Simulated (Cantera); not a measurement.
A perfectly stirred reactor is fed with 4.76 % NH₃, 95.2 % H₂, at 20.3 Torr; it is held at 1875 K, and followed from long to short residence time.

Detailed kinetics in Cantera: the gas-phase N/H chemistry of the illustrative SiF4/NH3 mechanism in the Surface Chemkin manual (1991). Walls and surfaces, which speed up NH3 decomposition in real reactors, are not modelled.

Predict: x(NH₃) at τ = 8.50 s; x(H₂) at τ = 8.50 s; x(N) at τ = 8.50 s; x(NH) at τ = 8.50 s; x(NH₃) at τ = 44.0 ms; x(H₂) at τ = 44.0 ms; x(N) at τ = 44.0 ms; x(NH) at τ = 44.0 ms.


- x(NH₃) at τ = 8.50 s = 0.0179
- x(H₂) at τ = 8.50 s = 0.967
- x(N) at τ = 8.50 s = 4.13e-7
- x(NH) at τ = 8.50 s = 2.41e-6
- x(NH₃) at τ = 44.0 ms = 0.0475
- x(H₂) at τ = 44.0 ms = 0.952
- x(N) at τ = 44.0 ms = 1.96e-8
- x(NH) at τ = 44.0 ms = 4.37e-7
